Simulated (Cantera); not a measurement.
An adiabatic, constant-volume homogeneous reactor starts with CH₃OH : O₂ : N₂ = 1 : 3.49 : 33.5 (molar parts), at 1775 K and 0.385 atm. Integrator tolerance rtol = 1e-08.

Detailed kinetics in Cantera: GRI-Mech 3.0 (53 species, 325 reactions). GRI-Mech 3.0 was tuned for natural gas; its chemistry of methanol as a main component is partial and can be far from experiment.

```tsv
quantity	before	after
time of steepest temperature rise	0.132 ms	12.6 µs
temperature at 0.300 s	2299 K	2331 K
equilibrium temperature	2299 K	2331 K
x(CH₃OH) at 0.300 s	<1e-12 (gas-phase equilibrium <1e-12)	<1e-12 (gas-phase equilibrium <1e-12)
x(O₂) at 0.300 s	0.0473 (gas-phase equilibrium 0.0472)	0.0470 (gas-phase equilibrium 0.0470)
x(N₂O) at 0.300 s	3.22e-7 (gas-phase equilibrium 3.24e-7)	1.25e-6 (gas-phase equilibrium 1.25e-6)
x(NO₂) at 0.300 s	2.81e-6 (gas-phase equilibrium 2.95e-6)	1.09e-5 (gas-phase equilibrium 1.09e-5)
x(NO) at 0.300 s	0.00740 (gas-phase equilibrium 0.00779)	0.00832 (gas-phase equilibrium 0.00832)
x(CH₃) at 0.300 s	<1e-12 (gas-phase equilibrium <1e-12)	<1e-12 (gas-phase equilibrium <1e-12)
```

Question: Name the change that produced these shifts.
A. pressure from 0.385 atm to 4.93 atm
B. N2 33.5 to 80 parts
C. initial temperature 1775 to 1375 K
D. initial temperature 1775 to 1600 K

Answer: A, pressure from 0.385 atm to 4.93 atm
